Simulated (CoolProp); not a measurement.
Vapour-liquid equilibrium of CH2F2 (R32) (1) + R1234yf (2) at 5.51 bar; x and y are mole fractions of (1).

The numbers come from the multi-fluid Helmholtz-energy mixture model, Tillner-Roth 1997 and Lemmon 2022; pair parameters Bell 2023 in CoolProp.

```tsv
x	bubble temperature, mixture model (°C)	bubble temperature, Raoult's law (°C)	y, mixture model	y, Raoult's law
0.05	14.0	15.1	0.132	0.117
0.2	5.3	8.8	0.420	0.388
0.35	-0.7	3.6	0.595	0.579
0.5	-4.8	-0.7	0.709	0.720
0.65	-7.6	-4.5	0.795	0.828
0.8	-9.7	-7.8	0.873	0.913
0.95	-11.2	-10.7	0.963	0.980
```

The largest gap from Raoult's law is -4.3 K in bubble temperature, at x = 0.35. No azeotrope shows between x = 0.05 and 0.95.

The pair parameters rest on a limited set of measurements; away from them the model extrapolates.
